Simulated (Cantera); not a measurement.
Input (Python, Cantera):

```python
import numpy as np
import cantera as ct

gas = ct.Solution("SiF4_NH3_mec.yaml", "gas")
gas.TPX = 2275, 4200, {'NH3': 1, 'N2': 1.5}
reactor = ct.IdealGasConstPressureReactor(gas, energy="off", clone=False)
net = ct.ReactorNet([reactor])
net.rtol, net.atol = 1e-08, 1e-18
show = ['NH3', 'H', 'N2', 'N2H4', 'NH', 'H2']
times = np.geomspace(6e-05, 9, 10)

steps = ct.SolutionArray(gas, extra=["t"])
rows = []
print(f"{'t/s':>10s}{'T/K':>9s}{'P/Pa':>11s}" + "".join(f"{s:>11s}" for s in show))
for t in times:
    while net.time < t:
        t_next = net.step()
        steps.append(gas.state, t=t_next)
    rows.append([np.interp(t, steps.t, y) for y in (steps.T, steps.P, *steps(*show).X.T)])
    print(f"{t:10.3e}{rows[-1][0]:9.1f}{rows[-1][1]:11.4g}" + "".join(f"{x:11.3e}" for x in rows[-1][2:]))
rate = np.gradient(steps.T, steps.t)
print("integrator steps:", len(steps.t))
if steps.T.max() > steps.T[0] + 200:
    print(f"time of steepest temperature rise: {steps.t[rate.argmax()]:.4e} s")
gas.TPX = 2275, 4200, {'NH3': 1, 'N2': 1.5}
gas.equilibrate("TP")
print(f"equilibrium (TP): T = {gas.T:.1f} K  " + "  ".join(f"{s} {gas[s].X[0]:.3e}" for s in show))
```

It prints:

```
       t/s      T/K       P/Pa        NH3          H         N2       N2H4         NH         H2
 6.000e-05   2275.0       4200  3.996e-01  3.961e-06  5.999e-01  2.301e-10  3.783e-07  1.441e-04
 2.256e-04   2275.0       4200  3.987e-01  4.937e-06  5.997e-01  3.192e-09  6.569e-06  5.835e-04
 8.480e-04   2275.0       4200  3.942e-01  1.867e-05  5.989e-01  2.455e-08  3.401e-05  3.777e-03
 3.188e-03   2275.0       4200  3.749e-01  7.430e-05  5.975e-01  2.581e-08  5.349e-05  2.440e-02
 1.198e-02   2275.0       4200  3.110e-01  2.269e-04  5.930e-01  1.435e-08  6.677e-05  9.337e-02
 4.506e-02   2275.0       4200  1.638e-01  6.500e-04  5.826e-01  4.803e-09  6.283e-05  2.515e-01
 1.694e-01   2275.0       4200  2.174e-02  1.876e-03  5.724e-01  2.781e-10  3.205e-05  4.037e-01
 6.368e-01   2275.0       4200  8.904e-06  1.586e-02  5.669e-01  3.110e-15  9.164e-07  4.172e-01
 2.394e+00   2275.0       4200  1.559e-07  2.665e-02  5.638e-01  2.801e-18  4.706e-08  4.095e-01
 9.000e+00   2275.0       4200  1.115e-07  2.668e-02  5.638e-01  1.448e-18  3.375e-08  4.095e-01
integrator steps: 2008
equilibrium (TP): T = 2275.0 K  NH3 1.115e-07  H 2.668e-02  N2 5.638e-01  N2H4 1.447e-18  NH 3.375e-08  H2 4.095e-01
```

Model: the gas-phase N/H chemistry of the illustrative SiF4/NH3 mechanism in the Surface Chemkin manual (1991), integrated in Cantera. Walls and surfaces, which speed up NH3 decomposition in real reactors, are not modelled.
